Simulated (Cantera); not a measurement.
Cantera run:

```python
import numpy as np
import cantera as ct

gas_names = """
    H H2 N NH NH2 NH3 N2 N2H2 N2H4 Si SiH SiH2 SiH3 SiH4 SiN Si2 Si2N Si3
""".split()
cond_names = """
    Si(cr) Si(L) Si3N4(a)
""".split()


# ... load() reads the species with a 1 bar reference pressure and builds the phases ...
atoms = {
    'Si3N4': {'Si': 3, 'N': 4},
    'Si': {'Si': 1},
    'H2': {'H': 2},
}
top_T = {'Si3N4(a)': 2400}  # K; cautious upper limits of use, not melting points


# ... equilibrate(T, P, feed) seeds the gas with the atoms and calls Mixture.equilibrate('TP', solver="vcs", rtol=1e-11, max_steps=5000) ...
results = []
feed = {'Si3N4': 1, 'Si': 0.033, 'H2': 0.39}  # mol
P = 4.1  # Pa
for T in [1475, 1625, 1775, 1925, 2075, 2225, 2375, 2525, 2675, 2825, 2975]:
    mix = equilibrate(T, P, feed)
    results.append((T, P, feed, dict(zip(mix.species_names, mix.species_moles))))
    x = sorted(zip(gas.X, gas.species_names), reverse=True)
    print(f"T = {T:g} K  P = {P:g} Pa  gas = {mix.phase_moles(0):.4g} mol")
    print("   x: " + "  ".join(f"{s} {v:.3e}" for v, s in x if v > 1e-05))
    print("   condensed (mol): " + ("  ".join(f"{mix.phase(i).name} {mix.phase_moles(i):.4g}"
          for i in range(1, mix.n_phases) if mix.phase_moles(i) > 1e-12) or "none"))
```

Output:

```
T = 1475 K  P = 4.1 Pa  gas = 1.307 mol
   x: N2 7.008e-01  H2 2.979e-01  H 1.106e-03  Si 1.403e-04
   condensed (mol): Si(cr) 1.406  Si3N4(a) 0.5421
T = 1625 K  P = 4.1 Pa  gas = 2.405 mol
   x: N2 8.316e-01  H2 1.599e-01  H 4.407e-03  Si 3.973e-03  Si2N 3.135e-05  SiH 2.027e-05  SiN 1.823e-05  Si2 1.155e-05
   condensed (mol): Si(cr) 3.023
T = 1775 K  P = 4.1 Pa  gas = 2.55 mol
   x: N2 7.841e-01  H2 1.443e-01  Si 5.354e-02  H 1.717e-02  Si2 2.996e-04  Si2N 2.396e-04  SiH 1.598e-04  SiN 1.449e-04  Si3 7.231e-05
   condensed (mol): Si(L) 2.892
T = 1925 K  P = 4.1 Pa  gas = 4.342 mol
   x: N2 4.599e-01  Si 4.244e-01  H2 6.980e-02  H 3.945e-02  Si2 3.644e-03  Si2N 8.155e-04  Si3 8.114e-04  SiH 5.846e-04  SiN 5.779e-04
   condensed (mol): Si(L) 1.136
T = 2075 K  P = 4.1 Pa  gas = 5.62 mol
   x: Si 5.356e-01  N2 3.556e-01  H 7.442e-02  H2 3.201e-02  Si2 1.424e-03  SiN 4.481e-04  SiH 3.513e-04  Si2N 1.185e-04  Si3 6.346e-05
   condensed (mol): none
T = 2225 K  P = 4.1 Pa  gas = 5.739 mol
   x: Si 5.272e-01  N2 3.483e-01  H 1.115e-01  H2 1.214e-02  Si2 4.087e-04  SiN 3.204e-04  SiH 1.569e-04  Si2N 1.600e-05
   condensed (mol): none
T = 2375 K  P = 4.1 Pa  gas = 5.792 mol
   x: Si 5.231e-01  N2 3.452e-01  H 1.279e-01  H2 3.371e-03  SiN 2.418e-04  Si2 1.389e-04  SiH 6.273e-05
   condensed (mol): none
T = 2525 K  P = 4.1 Pa  gas = 5.807 mol
   x: Si 5.220e-01  N2 3.443e-01  H 1.325e-01  H2 9.155e-04  SiN 1.903e-04  Si2 5.415e-05  N 3.369e-05  SiH 2.574e-05
   condensed (mol): none
T = 2675 K  P = 4.1 Pa  gas = 5.811 mol
   x: Si 5.217e-01  N2 3.440e-01  H 1.337e-01  H2 2.746e-04  SiN 1.543e-04  N 1.219e-04  Si2 2.350e-05  SiH 1.140e-05
   condensed (mol): none
T = 2825 K  P = 4.1 Pa  gas = 5.813 mol
   x: Si 5.216e-01  N2 3.438e-01  H 1.340e-01  N 3.849e-04  SiN 1.281e-04  H2 9.235e-05  Si2 1.114e-05
   condensed (mol): none
T = 2975 K  P = 4.1 Pa  gas = 5.816 mol
   x: Si 5.214e-01  N2 3.433e-01  H 1.341e-01  N 1.083e-03  SiN 1.084e-04  H2 3.450e-05
   condensed (mol): none
```

These are equilibrium values from Cantera (NASA tables, ideal gas, pure condensed phases), not measurements of a reactor. Mutual solubility and eutectic melting of coexisting phases are not modelled. The tables' values for SiN are old estimates; treat these amounts as uncertain.
